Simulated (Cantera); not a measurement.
What does this Cantera script print?

```python
import numpy as np
import cantera as ct

gas_names = [...]  # 47 gases of nasa_gas.yaml made of Cl, H, N, O, Si
cond_names = """
    H2O(s) H2O(L) NH4CL(a) NH4CL(b) Si(cr) Si(L) SiO2(Lqz) SiO2(hqz) SiO2(L) Si2N2O(s) Si3N4(a)
""".split()


# ... load() reads the species with a 1 bar reference pressure and builds the phases ...
atoms = {
    'SiH2Cl2': {'Si': 1, 'H': 2, 'CL': 2},
    'NO': {'N': 1, 'O': 1},
}
top_T = {'Si2N2O(s)': 2100, 'Si3N4(a)': 2400}  # K; cautious upper limits of use, not melting points


# ... equilibrate(T, P, feed) seeds the gas with the atoms and calls Mixture.equilibrate('TP', solver="vcs", rtol=1e-11, max_steps=5000) ...
results = []
T = 973  # K
P = 49000  # Pa
for m in [0.84, 1.1, 1.3, 1.7, 2.1, 2.7, 3.4]:
    feed = {'SiH2Cl2': 1, 'NO': m}  # mol
    mix = equilibrate(T, P, feed)
    results.append((T, P, feed, dict(zip(mix.species_names, mix.species_moles))))

top = {s: max(r[3][s] / sum(r[3][g] for g in gas_names) for r in results) for s in gas_names}
cols = sorted((s for s in top if top[s] > 1e-05), key=lambda s: -top[s])[:6]
seen = [c for c in cond_names if any(r[3].get(c, 0) > 1e-12 for r in results)]
print("log10 of partial pressures in bar; condensed amounts in mol")
print(f"{'n(NO)':>10s}" + "".join(f"{s[:9]:>10s}" for s in cols + seen))
for T, P, feed, n in results:
    ng = sum(n[g] for g in gas_names)
    print(f"{feed['NO']:10.4g}" + "".join(f"{np.log10(max(n[s] / ng * P / 1e5, 1e-99)):10.3f}" for s in cols)
          + "".join(f"{n.get(c, 0):10.4g}" for c in seen))
```

Result:

```
log10 of partial pressures in bar; condensed amounts in mol
     n(NO)       HCL        N2        O2       H2O       CL2        H2 SiO2(hqz) Si2N2O(s)
      0.84    -0.402    -1.624   -29.690    -5.758   -10.276    -1.330    0.2585     0.323
       1.1    -0.429    -1.177   -29.392    -5.744   -10.195    -1.466    0.4259    0.2482
       1.3    -0.455    -1.022   -29.289    -5.761   -10.177    -1.534    0.5571    0.1857
       1.7    -0.504    -0.847   -29.172    -5.807   -10.172    -1.639    0.8213   0.05739
       2.1    -0.539    -0.773    -4.265    -1.797    -1.798   -10.082         1         0
       2.7    -0.736    -0.727    -1.600    -1.328    -1.329   -10.946         1         0
       3.4    -0.846    -0.703    -1.229    -1.345    -1.346   -11.148         1         0
```

These are equilibrium values from Cantera (NASA tables, ideal gas, pure condensed phases), not measurements of a reactor.
